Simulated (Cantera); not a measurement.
Input (Python, Cantera) and output of one run.

```python
import numpy as np
import cantera as ct

gas_names = """
    AL ALO ALO2 AL2 AL2O AL2O2 O O2 O3
""".split()
cond_names = """
    AL(cr) AL(L) AL2O3(a) AL2O3(L)
""".split()


# ... load() reads the species with a 1 bar reference pressure and builds the phases ...
atoms = {
    'Al2O3': {'AL': 2, 'O': 3},
    'O2': {'O': 2},
}
top_T = {}  # K; cautious upper limits of use, not melting points


# ... equilibrate(T, P, feed) seeds the gas with the atoms and calls Mixture.equilibrate('TP', solver="vcs", rtol=1e-11, max_steps=5000) ...
results = []
feed = {'Al2O3': 1, 'O2': 0.45}  # mol
P = 100000  # Pa
for T in [1400, 1500, 1600, 1700, 1800, 1900, 2000, 2100, 2200, 2300, 2400]:
    mix = equilibrate(T, P, feed)
    results.append((T, P, feed, dict(zip(mix.species_names, mix.species_moles))))
    x = sorted(zip(gas.X, gas.species_names), reverse=True)
    print(f"T = {T:g} K  P = {P:g} Pa  gas = {mix.phase_moles(0):.4g} mol")
    print("   x: " + "  ".join(f"{s} {v:.3e}" for v, s in x if v > 1e-05))
    print("   condensed (mol): " + ("  ".join(f"{mix.phase(i).name} {mix.phase_moles(i):.4g}"
          for i in range(1, mix.n_phases) if mix.phase_moles(i) > 1e-12) or "none"))
```

Output:

```
T = 1400 K  P = 100000 Pa  gas = 0.45 mol
   x: O2 1.000e+00
   condensed (mol): AL2O3(a) 1
T = 1500 K  P = 100000 Pa  gas = 0.45 mol
   x: O2 1.000e+00
   condensed (mol): AL2O3(a) 1
T = 1600 K  P = 100000 Pa  gas = 0.45 mol
   x: O2 1.000e+00  O 1.450e-05
   condensed (mol): AL2O3(a) 1
T = 1700 K  P = 100000 Pa  gas = 0.45 mol
   x: O2 1.000e+00  O 4.470e-05
   condensed (mol): AL2O3(a) 1
T = 1800 K  P = 100000 Pa  gas = 0.45 mol
   x: O2 9.999e-01  O 1.217e-04
   condensed (mol): AL2O3(a) 1
T = 1900 K  P = 100000 Pa  gas = 0.4501 mol
   x: O2 9.997e-01  O 2.983e-04
   condensed (mol): AL2O3(a) 1
T = 2000 K  P = 100000 Pa  gas = 0.4502 mol
   x: O2 9.993e-01  O 6.689e-04
   condensed (mol): AL2O3(a) 1
T = 2100 K  P = 100000 Pa  gas = 0.4503 mol
   x: O2 9.986e-01  O 1.389e-03
   condensed (mol): AL2O3(a) 1
T = 2200 K  P = 100000 Pa  gas = 0.4506 mol
   x: O2 9.973e-01  O 2.701e-03
   condensed (mol): AL2O3(a) 1
T = 2300 K  P = 100000 Pa  gas = 0.4511 mol
   x: O2 9.950e-01  O 4.954e-03
   condensed (mol): AL2O3(a) 1
T = 2400 K  P = 100000 Pa  gas = 0.452 mol
   x: O2 9.914e-01  O 8.636e-03
   condensed (mol): AL2O3(L) 1
```

These are equilibrium values from Cantera (NASA tables, ideal gas, pure condensed phases), not measurements of a reactor.
